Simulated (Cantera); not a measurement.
Input (Python, Cantera):

```python
import numpy as np
import cantera as ct

gas = ct.Solution("gri30.yaml")
gas.TPX = 1900, 13332, {'NO': 1, 'N2': 0.21}
reactor = ct.IdealGasConstPressureReactor(gas, energy="off", clone=False)
net = ct.ReactorNet([reactor])
net.rtol, net.atol = 1e-08, 1e-18
show = ['NO', 'O', 'NO2', 'N2', 'N2O', 'O2']
times = np.geomspace(0.0009, 100, 12)

steps = ct.SolutionArray(gas, extra=["t"])
rows = []
print(f"{'t/s':>10s}{'T/K':>9s}{'P/Pa':>11s}" + "".join(f"{s:>11s}" for s in show))
for t in times:
    while net.time < t:
        t_next = net.step()
        steps.append(gas.state, t=t_next)
    rows.append([np.interp(t, steps.t, y) for y in (steps.T, steps.P, *steps(*show).X.T)])
    print(f"{t:10.3e}{rows[-1][0]:9.1f}{rows[-1][1]:11.4g}" + "".join(f"{x:11.3e}" for x in rows[-1][2:]))
rate = np.gradient(steps.T, steps.t)
print("integrator steps:", len(steps.t))
if steps.T.max() > steps.T[0] + 200:
    print(f"time of steepest temperature rise: {steps.t[rate.argmax()]:.4e} s")
gas.TPX = 1900, 13332, {'NO': 1, 'N2': 0.21}
gas.equilibrate("TP")
print(f"equilibrium (TP): T = {gas.T:.1f} K  " + "  ".join(f"{s} {gas[s].X[0]:.3e}" for s in show))
```

Output:

```
       t/s      T/K       P/Pa         NO          O        NO2         N2        N2O         O2
 9.000e-04   1900.0  1.333e+04  8.263e-01  2.984e-05  1.661e-05  1.736e-01  4.118e-05  1.993e-06
 2.588e-03   1900.0  1.333e+04  8.262e-01  6.263e-05  6.244e-05  1.736e-01  1.032e-04  2.250e-05
 7.441e-03   1900.0  1.333e+04  8.256e-01  9.603e-05  1.130e-04  1.738e-01  2.056e-04  2.054e-04
 2.140e-02   1900.0  1.333e+04  8.240e-01  1.080e-04  1.275e-04  1.745e-01  2.722e-04  9.695e-04
 6.153e-02   1900.0  1.333e+04  8.193e-01  1.162e-04  1.402e-04  1.769e-01  2.736e-04  3.296e-03
 1.769e-01   1900.0  1.333e+04  8.058e-01  1.352e-04  1.697e-04  1.836e-01  2.613e-04  9.998e-03
 5.087e-01   1900.0  1.333e+04  7.676e-01  1.773e-04  2.295e-04  2.027e-01  2.305e-04  2.906e-02
 1.463e+00   1900.0  1.333e+04  6.653e-01  2.562e-04  3.098e-04  2.539e-01  1.647e-04  8.010e-02
 4.206e+00   1900.0  1.333e+04  4.436e-01  3.711e-04  3.157e-04  3.647e-01  6.837e-05  1.909e-01
 1.209e+01   1900.0  1.333e+04  1.616e-01  4.773e-04  1.521e-04  5.058e-01  8.616e-06  3.320e-01
 3.478e+01   1900.0  1.333e+04  2.898e-02  5.193e-04  2.994e-05  5.721e-01  3.729e-07  3.983e-01
 1.000e+02   1900.0  1.333e+04  8.276e-03  5.255e-04  8.664e-06  5.825e-01  1.297e-07  4.087e-01
integrator steps: 1225
equilibrium (TP): T = 1900.0 K  NO 6.915e-03  O 5.259e-04  NO2 7.245e-06  N2 5.832e-01  N2O 1.233e-07  O2 4.094e-01
```

Detailed kinetics in Cantera: GRI-Mech 3.0 (53 species, 325 reactions).
